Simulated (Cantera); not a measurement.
A closed system holds: 1 mol CH3Cl, 9.7 mol H2, equilibrated at 0.110 bar.

Equilibrium computed with Cantera from the NASA thermochemical tables; the gas is ideal and each condensed phase is pure. Candidate condensed phases: C, C6H6, C7H8, C8H18; 91 gas species. Kinetics and transport are ignored.

### Question
Which condensed phases are stable at each of these points (T (K)): 2475, 2575, 2675, 2775, 2875, 2975, 3075, 3175, 3275, 3375, 3475?

### Answer
| T (K) | condensed phases | C condensed (%) |
|---|---|---|
| 2475 | C(graphite) | 79.7 |
| 2575 | C(graphite) | 69.8 |
| 2675 | C(graphite) | 56.4 |
| 2775 | C(graphite) | 38.8 |
| 2875 | C(graphite) | 15.4 |
| 2975 | gas only | 0.0 |
| 3075 | gas only | 0.0 |
| 3175 | gas only | 0.0 |
| 3275 | gas only | 0.0 |
| 3375 | gas only | 0.0 |
| 3475 | gas only | 0.0 |

From 2475 K to 2875 K the condensed part is C(graphite). From 2975 K to 3475 K nothing is condensed.
